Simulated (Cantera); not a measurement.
Input: 1 mol n-butane, 1.4 mol H2O, 1.6 mol H2, at 100 Torr.

Cantera equilibrium calculation (NASA polynomials, part measured and part estimated; ideal gas, pure solids and liquids). Candidate condensed phases: C, C6H6, C7H8, C8H18, H2O; 110 gas species. Equilibrium is a limit: real reactors are often held back by kinetics, nucleation or transport.

x: gas mole fraction; n: condensed amount in mol.

```json
[
 {"T (K)": "2298", "x H2": "0.825", "x H": "0.0238", "x CO": "0.147", "x C2H2 (acetylene)": "0.00353", "x C2H": "4.58e-6", "x C4H2": "___", "x C3": "1.21e-7", "n C(graphite)": "2.53"},
 {"T (K)": "2373", "x H2": "0.814", "x H": "0.0345", "x CO": "0.146", "x C2H2 (acetylene)": "0.00501", "x C2H": "1.15e-5", "x C4H2": "___", "x C3": "4.63e-7", "n C(graphite)": "2.50"},
 {"T (K)": "2448", "x H2": "0.799", "x H": "0.0487", "x CO": "0.145", "x C2H2 (acetylene)": "0.00691", "x C2H": "2.70e-5", "x C4H2": "___", "x C3": "1.63e-6", "n C(graphite)": "2.46"},
 {"T (K)": "2523", "x H2": "0.779", "x H": "0.0672", "x CO": "0.144", "x C2H2 (acetylene)": "0.00928", "x C2H": "6.03e-5", "x C4H2": "___", "x C3": "5.31e-6", "n C(graphite)": "2.42"},
 {"T (K)": "2598", "x H2": "0.755", "x H": "0.0906", "x CO": "0.142", "x C2H2 (acetylene)": "0.0121", "x C2H": "0.000128", "x C4H2": "___", "x C3": "1.61e-5", "n C(graphite)": "2.35"},
 {"T (K)": "2673", "x H2": "0.724", "x H": "0.119", "x CO": "0.140", "x C2H2 (acetylene)": "0.0155", "x C2H": "0.000258", "x C4H2": "___", "x C3": "4.60e-5", "n C(graphite)": "2.28"},
 {"T (K)": "2748", "x H2": "0.688", "x H": "0.154", "x CO": "0.137", "x C2H2 (acetylene)": "0.0192", "x C2H": "0.000498", "x C4H2": "___", "x C3": "0.000123", "n C(graphite)": "2.18"}
]
```

**Question.** Some entries are withheld; supply them.

**Answer.** 
- 2298, x C4H2: 6.19e-6
- 2373, x C4H2: 1.27e-5
- 2448, x C4H2: 2.46e-5
- 2523, x C4H2: 4.57e-5
- 2598, x C4H2: 8.10e-5
- 2673, x C4H2: 0.000137
- 2748, x C4H2: 0.000223
